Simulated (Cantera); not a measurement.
Standard-state values (1 bar) from the NASA 1993 polynomials, evaluated with Cantera. Values are per mole of reaction as written; species without (g) are pure solids or liquids, kept so even where they would boil at 1 bar.

Q: Between 2123 and 2423 K, where is each reaction favourable under standard conditions?
- 2 NbO2(g) + NO(g) ⇌ N(g) + Nb2O5
- NbO2(g) + 4 N(g) ⇌ Nb + 2 N2O(g)

A: 
- 2 NbO2(g) + NO(g) ⇌ N(g) + Nb2O5: ΔG° is -257 kJ at 2123 K and -168 kJ at 2423 K; it stays negative (K > 1). ΔH° is -870 kJ and ΔS° -290 J/K at 2423 K.
- NbO2(g) + 4 N(g) ⇌ Nb + 2 N2O(g): ΔG° is -633 kJ at 2123 K and -508 kJ at 2423 K; it stays negative (K > 1). ΔH° is -1520 kJ and ΔS° -418 J/K at 2423 K.
